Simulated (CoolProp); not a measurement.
R227EA along the isobar 2760 kPa: Z from the reference equation and from simpler models built on Tc = 101.8 °C, pc = 2925 kPa, ω = 0.358; each cubic takes its own stable root.

The numbers come from the reference Helmholtz-energy equation of state, Lemmon 2016 in CoolProp.

```tsv
T (°C)	phase	reference	van der Waals	Redlich-Kwong	Soave-Redlich-Kwong	Peng-Robinson
-52.25	liquid	0.1531	(withheld)	0.1732	0.1665	0.1479
-37.85	liquid	0.1477	0.2432	(withheld)	0.1603	0.1422
-23.35	liquid	0.1432	0.2350	0.1628	0.1553	0.1376
-8.95	liquid	0.1396	0.2285	0.1594	0.1515	0.1341
5.55	liquid	0.1369	0.2235	0.1573	0.1490	0.1318
19.95	liquid	(withheld)	0.2201	0.1564	0.1478	0.1307
34.45	liquid	0.1343	0.2184	0.1571	0.1482	0.1309
48.95	liquid	0.1347	0.2188	0.1598	0.1505	0.1330
63.35	liquid	0.1368	0.2224	0.1654	0.1558	0.1379
77.85	liquid	0.1421	0.2317	0.1765	0.1667	0.1479
92.25	liquid	0.1562	0.2591	0.2041	0.1938	0.1733
106.75	gas	0.5560	0.5869	0.5581	0.5685	(withheld)
121.15	gas	0.6592	0.6590	0.6451	0.6678	0.6399
135.65	gas	0.7222	0.7072	0.7012	0.7303	0.7032
150.05	gas	0.7670	0.7433	0.7425	0.7759	0.7496
```

Task: What belongs in the gaps?

Result: 
- -52.25, van der Waals: 0.2531
- -37.85, Redlich-Kwong: 0.1673
- 19.95, reference: 0.1351
- 106.75, Peng-Robinson: 0.5400
